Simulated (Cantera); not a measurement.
Feed: 1 mol MgO, 0.1 mol HCl, held at 1325 K and 188 Torr.

These are equilibrium values from Cantera (NASA tables, ideal gas, pure condensed phases), not measurements of a reactor. Candidate condensed phases: H₂O, Mg, MgCl₂, MgO, Mg(OH)₂; 22 gas species. Kinetics and transport are ignored.

Base state: HCl 0.933, MgCl₂ 0.0333, H₂O 0.0333, Cl 0.000209, H₂ 0.000150, Cl₂ 4.57e-5 (mole fractions); condensed: MgO(s).

Problem. What changes in the equilibrium state with this change: temperature from 1325 K to 873.15 K?

Solution. 
| species | before | after |
|---|---|---|
| HCl | 0.933 | 0.907 |
| H₂O | 0.0333 | 0.0928 |
| MgCl₂ | 0.0333 | 1.30e-5 |
| Cl | 0.000209 | 8.57e-8 |
| H₂ | 0.000150 | 9.73e-7 |
| Cl₂ | 4.57e-5 | 9.30e-7 |
| MgO(s), mol | 0.997 | 0.992 |
| MgCl₂(s), mol | 0 | 0.00849 |
Condensed phases not in the tables: MgOHCl.

Problem. What changes in the equilibrium state with this change: temperature from 1325 K to 1698.15 K?

Solution. 
| species | before | after |
|---|---|---|
| HCl | 0.933 | 0.773 |
| MgCl₂ | 0.0333 | 0.111 |
| H₂O | 0.0333 | 0.110 |
| H | 4.01e-8 | 1.31e-5 |
| OH | 1.30e-7 | 3.64e-5 |
| Cl | 0.000209 | 0.00385 |
| MgO(s), mol | 0.997 | 0.989 |

Problem. What changes in the equilibrium state with this change: 0.05 mol H₂O added?

Solution. 
```
species        before     after
-----------  --------  --------
HCl             0.933     0.663
H₂O            0.0333     0.335
MgCl₂          0.0333   0.00168
Cl₂           4.57e-5   2.98e-5
H₂           0.000150  0.000116
Cl           0.000209  0.000169
MgO(s), mol     0.997     1.000
```
